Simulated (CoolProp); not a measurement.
Model: reference Helmholtz-energy equation of state, Gao 2022, in CoolProp.

Problem. For n-perfluorobutane, give the phase and the density (kg/m³), cv (kJ/(kg K)), isothermal compressibility (1/MPa) at 241.7 K and 1870 kPa; 259.1 K and 1870 kPa.

Solution. 
- 241.7 K and 1870 kPa: liquid; density 1710, cv 0.821, isothermal compressibility 0.00224
- 259.1 K and 1870 kPa: liquid; density 1650, cv 0.842, isothermal compressibility 0.00276
